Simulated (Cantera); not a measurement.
Input: 1 mol Si3N4, 0.0019 mol O2, 53 mol H2, 0.22 mol N2O, at 1.20 bar.

Method: chemical equilibrium by Gibbs-energy minimisation in Cantera with the NASA 1993 tables (ideal gas, pure condensed phases). Candidate condensed phases: H2O, Si, SiO2, Si2N2O, Si3N4; 35 gas species. Mutual solubility and eutectic melting of coexisting phases are not modelled. Gases not in the tables: Si2H6 and higher silanes. Kinetics and transport are ignored.

### Question
Which condensed phases are stable at each of these points (T (K)): 1025, 1100, 1175, 1250, 1325, 1400, 1475, 1550, 1625, 1700, 1775, 1850?

### Answer
| T (K) | condensed phases | Si condensed (%) |
|---|---|---|
| 1025 | Si2N2O(s) + Si3N4(s) | 100.0 |
| 1100 | Si2N2O(s) + Si3N4(s) | 100.0 |
| 1175 | Si2N2O(s) + Si3N4(s) | 100.0 |
| 1250 | Si2N2O(s) + Si3N4(s) | 100.0 |
| 1325 | Si2N2O(s) + Si3N4(s) | 100.0 |
| 1400 | Si2N2O(s) + Si3N4(s) | 100.0 |
| 1475 | Si2N2O(s) + Si3N4(s) | 100.0 |
| 1550 | Si2N2O(s) + Si3N4(s) | 100.0 |
| 1625 | Si2N2O(s) + Si3N4(s) | 100.0 |
| 1700 | Si2N2O(s) + Si3N4(s) | 99.9 |
| 1775 | Si2N2O(s) + Si3N4(s) | 99.6 |
| 1850 | Si(l) + Si2N2O(s) + Si3N4(s) | 98.8 |

From 1025 K to 1775 K the condensed part is Si2N2O(s) + Si3N4(s). At 1850 K the condensed part is Si(l) + Si2N2O(s) + Si3N4(s).
